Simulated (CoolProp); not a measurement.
Vapour-liquid equilibrium of cyclohexane (1) + n-heptane (2) at 1.05 MPa; x and y are mole fractions of (1).

Values from CoolProp's multi-fluid Helmholtz-energy mixture model, Zhou 2014 and Span 2003; pair parameters Bell 2016.

| x | bubble temperature (K) | y at the bubble point | dew temperature at overall composition x (K) | liquid density (mol/L) |
|---|---|---|---|---|
| 0.05 | 476.1 | 0.061 | 476.3 | 4.975 |
| 0.15 | 474.0 | 0.181 | 474.6 | 5.155 |
| 0.25 | 471.9 | 0.296 | 472.8 | 5.344 |
| 0.35 | 469.9 | 0.405 | 470.9 | 5.541 |
| 0.45 | 467.9 | 0.509 | 469.0 | 5.749 |
| 0.55 | 466.0 | 0.608 | 467.1 | 5.968 |
| 0.65 | 464.1 | 0.703 | 465.1 | 6.198 |
| 0.75 | 462.3 | 0.792 | 463.1 | 6.442 |
| 0.85 | 460.5 | 0.878 | 461.1 | 6.700 |
| 0.95 | 458.8 | 0.960 | 459.0 | 6.974 |

No azeotrope shows between x = 0.05 and 0.95.

Pair parameters are fitted to limited data, so mixtures are less certain than the pure fluids.
